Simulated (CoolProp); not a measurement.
Ammonia along the isotherm 98.85 °C: density (kg/m³) from the reference equation and from simpler models built on Tc = 132.4 °C, pc = 11.36 MPa, ω = 0.256; each cubic takes its own stable root.

Model: reference Helmholtz-energy equation of state, Gao 2020, in CoolProp.

```
p (MPa)   phase  reference  van der Waals  Redlich-Kwong  Peng-Robinson
-------  ------  ---------  -------------  -------------  -------------
0.0539      gas     0.2975         0.2973         0.2974         0.2975
0.0791      gas     0.4371         0.4367         0.4369         0.4370
0.116       gas     0.6421         0.6411         0.6416         0.6420
0.17        gas     0.9432         0.9412         0.9422         0.9430
0.25        gas      1.392          1.388          1.390          1.392
0.367       gas      2.055          2.045          2.050          2.054
0.539       gas      3.042          3.021          3.031          3.040
0.791       gas      4.519          4.472          4.495          4.514
1.16        gas      6.750          6.643          6.695            [?]
1.7         gas      10.18          9.931          10.05          10.15
2.5         gas      15.68          15.07          15.35          15.58
3.67        gas      24.95          23.32          24.03            [?]
5.39        gas      43.19          37.69          39.81          41.63
7.91     liquid      467.9          70.86          332.6            [?]
11.6     liquid      480.9          264.9            [?]          412.1
17       liquid        [?]          282.0          370.1          429.4
```

Problem. Fill in the missing entries.

Solution. 
- 1.16, Peng-Robinson: 6.737
- 3.67, Peng-Robinson: 24.62
- 7.91, Peng-Robinson: 396.6
- 11.6, Redlich-Kwong: 351.0
- 17, reference: 495.6

At some of these states van der Waals gives the other phase, because its saturation line lies elsewhere.
